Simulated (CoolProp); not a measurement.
R407C along the isobar 2.77 MPa: density (kg/m³) from the reference equation and from simpler models built on Tc = 359.3 K, pc = 4.632 MPa, ω = 0.363; each cubic takes its own stable root.

Computed with CoolProp (reference Helmholtz-energy equation of state, Lemmon 2003). It is a pseudo-pure fit of the blend.

| T (K) | phase | reference | van der Waals | Redlich-Kwong | Soave-Redlich-Kwong | Peng-Robinson |
|---|---|---|---|---|---|---|
| 208.8 | liquid | 1448 | 843.9 | 1238 | 1289 | 1452 |
| 215.8 | liquid | 1428 | 833.7 | 1221 | 1274 | 1435 |
| 222.9 | liquid | 1407 | 823.1 | 1202 | 1257 | 1417 |
| 229.9 | liquid | 1386 | 812.2 | 1183 | 1240 | 1399 |
| 237 | liquid | 1364 | 800.7 | 1163 | 1221 | 1379 |
| 244.1 | liquid | 1342 | 788.9 | 1142 | 1202 | 1358 |
| 251.1 | liquid | 1320 | 776.7 | 1121 | 1182 | 1336 |
| 258.2 | liquid | 1297 | 763.7 | 1098 | 1161 | 1313 |
| 265.2 | liquid | 1274 | 750.3 | 1074 | 1138 | 1288 |
| 272.3 | liquid | 1249 | 736.0 | 1050 | 1114 | 1261 |
| 279.4 | liquid | 1223 | 720.7 | 1023 | 1088 | 1232 |
